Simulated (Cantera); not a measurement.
An isothermal, constant-pressure homogeneous reactor starts with CH4 : H2 : N2 = 0.012 : 1 : 0.00061 (molar parts), at 1750 K and 0.0454 atm.

Detailed kinetics in Cantera: GRI-Mech 3.0 (53 species, 325 reactions). GRI-Mech 3.0 stops at C3 and has no aromatics, soot or wall deposition, so with more carbon than oxygen in the feed, carbon stays in small species such as C2H2 where larger ones or solid carbon would form. Radical loss at walls, strong at low pressure, is not modelled.

**Question.** Predict: x(CH4) at 10.0 s; x(H2) at 10.0 s; x(C2H2) at 10.0 s; x(HCN) at 10.0 s; x(CH2) at 10.0 s.

**Answer.** 
```json
{
 "x(CH4) at 10.0 s": "0.000592 (gas-phase equilibrium 0.000281)",
 "x(H2) at 10.0 s": "0.992 (gas-phase equilibrium 0.992)",
 "x(C2H2) at 10.0 s": "0.00555 (gas-phase equilibrium 0.00536)",
 "x(HCN) at 10.0 s": "2.91e-9 (gas-phase equilibrium 0.000690)",
 "x(CH2) at 10.0 s": "1.54e-8 (gas-phase equilibrium 7.38e-9)"
}
```
